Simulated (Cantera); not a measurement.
Mixture: H2 : O2 : N2 = 1 : 0.278 : 0.917 (molar parts), equivalence ratio 1.8, at 1000000 Pa, adiabatic and at constant volume. Ignition delay is the time to a rise of 400 K.

Model: GRI-Mech 3.0 (53 species, 325 reactions), integrated in Cantera. The hydrogen kinetics of GRI-Mech 3.0 are dated; newer H2 mechanisms differ, most at raised pressure. Where the delays flatten at high temperature, the 400 K rule measures the pace of heat release, not the induction time.

Predict: delay at 1223 K; delay at 1323 K; delay at 1423 K; delay at 1523 K; delay at 1623 K; apparent activation energy between 1523 and 1623 K.


```json
{
  "delay at 1223 K": "28.6 µs",
  "delay at 1323 K": "4.04 µs",
  "delay at 1423 K": "1.99 µs",
  "delay at 1523 K": "1.27 µs",
  "delay at 1623 K": "0.913 µs",
  "apparent activation energy between 1523 and 1623 K": "68 kJ/mol"
}
```
